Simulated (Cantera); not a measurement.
A freely propagating, adiabatic, planar premixed flame of 4.43 % CH₄, 2.17 % C₂H₆, 20.3 % O₂, 73.1 % N₂, equivalence ratio 0.81, unburnt at 623 K and 1000000 Pa; unity-Lewis-number transport, grid criteria slope 0.08 and curve 0.16, no radiation.

Model: GRI-Mech 3.0 (53 species, 325 reactions), integrated in Cantera. Unity Lewis numbers drop preferential diffusion, which matters most where H2 and H carry the flame. Burning velocities carry a grid error of a few per cent, more on coarse grids.

Predict: laminar burning velocity; thermal thickness; peak x(HCO); peak x(C₂H₄); peak x(CH₂).


```json
{
 "laminar_burning_velocity": "58.9 cm/s",
 "thermal_thickness": "0.0541 mm",
 "peak x(HCO)": "2.31e-5",
 "peak x(C₂H₄)": "0.00251",
 "peak x(CH₂)": "2.70e-5"
}
```
